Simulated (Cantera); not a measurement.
A freely propagating, adiabatic, planar premixed flame of 31.6 % H2, 14.4 % O2, 54.0 % N2, unburnt at 400 K and 9.87 atm; mixture-averaged transport, grid criteria slope 0.08 and curve 0.16, no radiation.

Model: the H2/O2 subset of GRI-Mech 3.0, which has no nitrogen chemistry, integrated in Cantera. The hydrogen kinetics of GRI-Mech 3.0 are dated; newer H2 mechanisms differ, most at raised pressure. Burning velocities carry a grid error of a few per cent, more on coarse grids.

x: mole fraction of selected species; z is measured from the peak of heat release.

```csv
z (mm),T (K),u (m/s),x H2,x O2,x HO2,x OH,x H2O,x O
-0.0702,400,3.06,0.316,0.144,<1e-8,<1e-8,1.07e-7,<1e-8
-0.0468,400,3.06,0.315,0.144,3.13e-8,<1e-8,1.16e-6,<1e-8
-0.0351,401,3.06,0.314,0.144,3.59e-7,<1e-8,1.11e-5,1.02e-8
-0.0234,406,3.08,0.308,0.145,6.47e-6,<1e-8,0.000165,1.12e-7
-0.0117,___,3.74,0.271,0.150,0.000489,1.71e-5,0.00764,6.13e-6
-0.00585,___,6.22,0.215,0.138,0.00152,0.000872,0.0508,0.000215
0,___,9.49,0.147,0.100,0.000725,0.00278,0.134,0.00175
0.00585,___,11.7,0.0928,0.0578,0.000328,0.00650,0.211,0.00363
0.0117,___,13.0,0.0639,0.0324,0.000153,0.0102,0.254,0.00424
0.0234,2124,14.2,0.0465,0.0154,5.68e-5,0.0132,0.285,0.00376
0.0468,2279,15.1,0.0396,0.00887,2.44e-5,0.0124,0.302,0.00231
0.0935,2389,15.7,0.0343,0.00535,1.07e-5,0.00985,0.314,0.00116
0.187,2459,16.1,0.0299,0.00303,4.49e-6,0.00734,0.324,0.000566
```

Question: What belongs in the gaps?

Answer: 
- -0.0117, T (K): 515
- -0.00585, T (K): 894
- 0, T (K): 1397
- 0.00585, T (K): 1740
- 0.0117, T (K): 1935
